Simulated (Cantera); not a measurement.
# Ignition delay

Mixture: 12.6 % CH4, 0.741 % H2, 18.2 % O2, 68.5 % N2, equivalence ratio 1.4, at 1.00 atm, adiabatic and at constant pressure. Ignition delay is the time to a rise of 400 K.

Model: GRI-Mech 3.0 (53 species, 325 reactions), integrated in Cantera.

```
T0 (K)  delay (ms)
------  ----------
1200          28.9
1300          8.61
1400          2.78
1500          1.00
1600         0.413
1700         0.194
1800         0.102
1900        0.0581
2000        0.0354
2100        0.0229
```

```json
{
 "apparent activation energy between 1900 and 2100 K": "150 kJ/mol"
}
```
